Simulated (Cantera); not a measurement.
Input (Python, Cantera) and output of one run.

```python
import numpy as np
import cantera as ct

gas_names = [...]  # 118 gases of nasa_gas.yaml made of C, Cl, F, H
cond_names = """
    C(gr) C6H6(L) C7H8(L) C8H18(L),n-octa
""".split()


# ... load() reads the species with a 1 bar reference pressure and builds the phases ...
atoms = {
    'c-C4F8': {'C': 4, 'F': 8},
    'HCl': {'H': 1, 'CL': 1},
    'H2': {'H': 2},
}
top_T = {'C(gr)': 4500}  # K; cautious upper limits of use, not melting points


# ... equilibrate(T, P, feed) seeds the gas with the atoms and calls Mixture.equilibrate('TP', solver="vcs", rtol=1e-11, max_steps=5000) ...
results = []
feed = {'c-C4F8': 1, 'HCl': 2, 'H2': 0.11}  # mol
P = 2100  # Pa
for T in [750, 850, 950, 1050, 1150, 1250, 1350, 1450, 1550]:
    mix = equilibrate(T, P, feed)
    results.append((T, P, feed, dict(zip(mix.species_names, mix.species_moles))))

top = {s: max(r[3][s] / sum(r[3][g] for g in gas_names) for r in results) for s in gas_names}
cols = sorted((s for s in top if top[s] > 1e-06), key=lambda s: -top[s])[:6]
seen = [c for c in cond_names if any(r[3].get(c, 0) > 1e-12 for r in results)]
print("log10 of partial pressures in bar; condensed amounts in mol")
print(f"{'T/K':>10s}" + "".join(f"{s[:9]:>10s}" for s in cols + seen))
for T, P, feed, n in results:
    ng = sum(n[g] for g in gas_names)
    print(f"{T:10.4g}" + "".join(f"{np.log10(max(n[s] / ng * P / 1e5, 1e-99)):10.3f}" for s in cols)
          + "".join(f"{n.get(c, 0):10.4g}" for c in seen))
```

It prints:

```
log10 of partial pressures in bar; condensed amounts in mol
       T/K       CF4       HCL        HF        CL       CL2     CCLF3     C(gr)
       750    -2.028    -2.042    -2.695    -7.274    -3.414    -3.861     2.094
       850    -2.048    -2.105    -2.510    -6.075    -3.042    -3.746     2.147
       950    -2.071    -2.189    -2.365    -5.163    -2.821    -3.695     2.211
      1050    -2.095    -2.289    -2.261    -4.442    -2.682    -3.676     2.274
      1150    -2.116    -2.398    -2.189    -3.860    -2.596    -3.676     2.331
      1250    -2.137    -2.515    -2.141    -3.385    -2.554    -3.691     2.379
      1350    -2.157    -2.642    -2.110    -2.997    -2.555    -3.724     2.418
      1450    -2.180    -2.786    -2.092    -2.690    -2.610    -3.783     2.452
      1550    -2.205    -2.957    -2.086    -2.460    -2.736    -3.877      2.48
```

These are equilibrium values from Cantera (NASA tables, ideal gas, pure condensed phases), not measurements of a reactor. The feed counts by its element totals alone. Condensed phases not in the tables: fluorocarbon polymer. Gases not in the tables: C2F6 and larger saturated fluorocarbons.
